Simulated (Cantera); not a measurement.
A closed system holds: 1 mol Al2O3, 2200 mol H2, at 1777 °C and 1.00 mbar.

Equilibrium computed with Cantera from the NASA thermochemical tables; the gas is ideal and each condensed phase is pure. Candidate condensed phases: Al, Al2O3, H2O; 19 gas species. The tables' values for AlOH are old estimates; treat these amounts as uncertain. Equilibrium is a limit: real reactors are often held back by kinetics, nucleation or transport.

Base state: H2 0.929, H 0.0691, H2O 0.00123, Al 0.000755, Al2O 4.03e-5, AlOH 3.10e-5 (mole fractions); condensed: gas only.

What changes in the equilibrium state with this change: pressure from 1.00 mbar to 8.20 mbar?


```
species          before     after
-------------  --------  --------
H2                0.929     0.974
H                0.0691    0.0247
H2O             0.00123  0.000954
Al             0.000755  0.000480
Al2O            4.03e-5   9.89e-5
AlH             5.78e-6   1.08e-5
Al2O3(s), mol         0     0.182
```
